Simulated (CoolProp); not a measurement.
A Linde-Hampson liquefier for normal hydrogen: isothermal reversible compression at 300 K from 1 atm to 40 MPa, throttling to 1 atm, return gas leaving the recuperator 10 K below the feed. Each further row changes one setting.

The numbers come from the reference Helmholtz-energy equation of state, Leachman 2009 in CoolProp.

| case | compression work (kJ/kg of gas) |
|---|---|
| as stated | 7700 |
| high pressure 80 MPa | 8870 |
| warm-end temperature 330 K | 8440 |
| warm-end gap 15 K | 7700 |
